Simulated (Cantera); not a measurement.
Cantera run:

```python
import numpy as np
import cantera as ct

gas_names = """
    H HO2 H2 H2O H2O2 O OH O2 O3 V VO VO2
""".split()
cond_names = """
    H2O(s) H2O(L) V(cr) V(L) VO(s) VO(L) V2O3(s) V2O3(L) V2O4(I) V2O4(II) V2O4(L) V2O5(s) V2O5(L)
""".split()


# ... load() reads the species with a 1 bar reference pressure and builds the phases ...
atoms = {
    'V': {'V': 1},
    'H2O': {'H': 2, 'O': 1},
    'H2': {'H': 2},
}
top_T = {}  # K; cautious upper limits of use, not melting points


# ... equilibrate(T, P, feed) seeds the gas with the atoms and calls Mixture.equilibrate('TP', solver="vcs", rtol=1e-11, max_steps=5000) ...
results = []
P = 133.322  # Pa
for T in [2048, 2098, 2148, 2198, 2248, 2298, 2348, 2398, 2448]:
    for m in [3.3, 4.4, 5.5, 6.7, 7.8, 8.9, 10, 11, 12, 13]:
        feed = {'V': 1, 'H2O': 1.5, 'H2': m}  # mol
        mix = equilibrate(T, P, feed)
        results.append((T, P, feed, dict(zip(mix.species_names, mix.species_moles))))

for T, P, feed, n in results:
    print(f"{T:7g} {feed['H2']:10.4g}  " + (" + ".join(c for c in cond_names if n.get(c, 0) > 1e-12) or "gas only"))
```

It prints:

```
   2048        3.3  VO(s) + V2O3(s)
   2048        4.4  VO(s) + V2O3(s)
   2048        5.5  VO(s) + V2O3(s)
   2048        6.7  VO(s) + V2O3(s)
   2048        7.8  VO(s) + V2O3(s)
   2048        8.9  VO(s)
   2048         10  VO(s)
   2048         11  VO(s)
   2048         12  VO(s)
   2048         13  VO(s)
   2098        3.3  VO(L) + V2O3(s)
   2098        4.4  VO(L)
   2098        5.5  VO(L)
   2098        6.7  VO(L)
   2098        7.8  VO(L)
   2098        8.9  VO(L)
   2098         10  VO(L)
   2098         11  VO(L)
   2098         12  VO(L)
   2098         13  VO(L)
   2148        3.3  VO(L)
   2148        4.4  VO(L)
   2148        5.5  VO(L)
   2148        6.7  VO(L)
   2148        7.8  VO(L)
   2148        8.9  VO(L)
   2148         10  VO(L)
   2148         11  VO(L)
   2148         12  VO(L)
   2148         13  VO(L)
   2198        3.3  VO(L)
   2198        4.4  VO(L)
   2198        5.5  VO(L)
   2198        6.7  VO(L)
   2198        7.8  VO(L)
   2198        8.9  VO(L)
   2198         10  VO(L)
   2198         11  VO(L)
   2198         12  VO(L)
   2198         13  VO(L)
   2248        3.3  VO(L)
   2248        4.4  VO(L)
   2248        5.5  VO(L)
   2248        6.7  VO(L)
   2248        7.8  VO(L)
   2248        8.9  VO(L)
   2248         10  VO(L)
   2248         11  gas only
   2248         12  gas only
   2248         13  gas only
   2298        3.3  VO(L)
   2298        4.4  VO(L)
   2298        5.5  gas only
   2298        6.7  gas only
   2298        7.8  gas only
   2298        8.9  gas only
   2298         10  gas only
   2298         11  gas only
   2298         12  gas only
   2298         13  gas only
   2348        3.3  gas only
   2348        4.4  gas only
   2348        5.5  gas only
   2348        6.7  gas only
   2348        7.8  gas only
   2348        8.9  gas only
   2348         10  gas only
   2348         11  gas only
   2348         12  gas only
   2348         13  gas only
   2398        3.3  gas only
   2398        4.4  gas only
   2398        5.5  gas only
   2398        6.7  gas only
   2398        7.8  gas only
   2398        8.9  gas only
   2398         10  gas only
   2398         11  gas only
   2398         12  gas only
   2398         13  gas only
   2448        3.3  gas only
   2448        4.4  gas only
   2448        5.5  gas only
   2448        6.7  gas only
   2448        7.8  gas only
   2448        8.9  gas only
   2448         10  gas only
   2448         11  gas only
   2448         12  gas only
   2448         13  gas only
```

Cantera equilibrium calculation (NASA polynomials, part measured and part estimated; ideal gas, pure solids and liquids). Mutual solubility and eutectic melting of coexisting phases are not modelled. VO: taken at fixed stoichiometry. Condensed phases not in the tables: the oxides between V2O3 and V2O5 other than VO2.
